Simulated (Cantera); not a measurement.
A perfectly stirred reactor is fed with CH₃OH : O₂ : N₂ = 0.0025 : 0.0033 : 1 (molar parts), equivalence ratio 1.1, at 10.0 bar; it is held at 1175 K, and followed from long to short residence time.

Computed with Cantera and GRI-Mech 3.0 (53 species, 325 reactions). GRI-Mech 3.0 was tuned for natural gas; its chemistry of methanol as a main component is partial and can be far from experiment.

Q: What does this change do: pressure from 10.0 bar to 5.00 bar?

A: 
```csv
quantity,before,after
x(CH₃OH) at τ = 6.70 s,5.24e-7,2.61e-7
x(O₂) at τ = 6.70 s,1.21e-5,8.74e-6
x(C₂H₄) at τ = 6.70 s,1.04e-10,1.86e-10
x(H₂O) at τ = 6.70 s,0.00447,0.00445
x(CO₂) at τ = 6.70 s,0.00205,0.00209
x(CH₃OH) at τ = 54.0 ms,7.95e-5,5.79e-6
x(O₂) at τ = 54.0 ms,0.00110,0.000204
x(C₂H₄) at τ = 54.0 ms,8.45e-12,1.94e-9
x(H₂O) at τ = 54.0 ms,0.00363,0.00452
x(CO₂) at τ = 54.0 ms,0.000713,0.00162
```
